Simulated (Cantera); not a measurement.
Charge: 1 mol B, 96 mol H₂, equilibrated at 2200 K and 26.3 Torr.

Equilibrium computed with Cantera from the NASA thermochemical tables; the gas is ideal and each condensed phase is pure. Candidate condensed phases: B; 7 gas species. The tables' values for BH₂ are old estimates; treat these amounts as uncertain. Gases not in the tables: B₂H₆ and higher boranes. The numbers say what is thermodynamically allowed, not how fast it happens.

Base state: H₂ 0.969, H 0.0296, BH₂ 0.00128, B 7.81e-5, BH 1.69e-5, BH₃ 1.02e-5 (mole fractions); condensed: B(s).

What changes in the equilibrium state with this change: B replaced by borazine?


```tsv
species	before	after
H₂	0.969	0.955
H	0.0296	0.0294
N₂	0	0.0147
BH₂	0.00128	0.00127
BH₃	1.02e-5	9.98e-6
BH	1.69e-5	1.68e-5
B	7.81e-5	7.81e-5
B(s), mol	0.865	2.86
```
The feed counts by its element totals alone. Further candidate phases: BN.
